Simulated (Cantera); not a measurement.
Charge: 1 mol C2F6, 0.012 mol F2, 0.089 mol H2, at 3148 K and 7.60 Pa.

Equilibrium computed with Cantera from the NASA thermochemical tables; the gas is ideal and each condensed phase is pure. Candidate condensed phases: C, C6H6, C7H8, C8H18; 95 gas species. The feed counts by its element totals alone. Kinetics and transport are ignored.

Base state: F 0.752, C 0.196, H 0.0201, C2 0.0114, CF 0.00897, C3 0.00841, HF 0.00243 (mole fractions); condensed: gas only.

Task: What changes in the equilibrium state with this change: temperature from 3148 K to 1225 K?

Result: 
```tsv
species	before	after
CF4	<1e-9	0.891
HF	0.00243	0.109
CF2	9.98e-6	2.98e-5
F	0.752	7.92e-6
C	0.196	<1e-9
H	0.0201	<1e-9
C2	0.0114	<1e-9
CF	0.00897	<1e-9
C3	0.00841	<1e-9
C(graphite), mol	0	0.538
```
Gases not in the tables: C2F6 and larger saturated fluorocarbons.
